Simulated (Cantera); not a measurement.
**Equilibrium for aluminium and copper etching: Cu + F₂ + N₂**

Input: 1 mol Cu, a varied amount of F₂, 0.37 mol N₂, equilibrated at 2.90 Pa.

Method: chemical equilibrium by Gibbs-energy minimisation in Cantera with the NASA 1993 tables (ideal gas, pure condensed phases). Candidate condensed phases: Cu, CuF₂; 11 gas species. The numbers say what is thermodynamically allowed, not how fast it happens.

Q: Map the stable condensed phases over T = 500, 550, 600, 650, 700, 750, 800, 850, 900, 950, 1000, 1050, 1100, 1150 °C and n(F₂) in mol = 0.35, 0.54, 0.82, 1.3, 1.9, 2.9, 4.5.

A: 
```
T in °C \ n(F₂) in mol
         0.35 0.54 0.82  1.3  1.9  2.9  4.5
   1150     A    B    B    B    B    B    B
   1100     A    B    B    B    B    B    B
   1050     A    B    B    B    B    B    B
   1000     A    B    B    B    B    B    B
    950     A    B    B    B    B    B    B
    900     A    B    B    B    B    B    B
    850     A    B    B    B    B    B    B
    800     A    A    B    B    B    B    B
    750     A    A    B    B    B    B    B
    700     C    C    C    D    D    D    B
    650     C    C    C    D    D    D    D
    600     C    C    C    D    D    D    D
    550     C    C    C    D    D    D    D
    500     C    C    C    D    D    D    D
```
A: Cu; B: gas only; C: Cu + CuF₂; D: CuF₂.
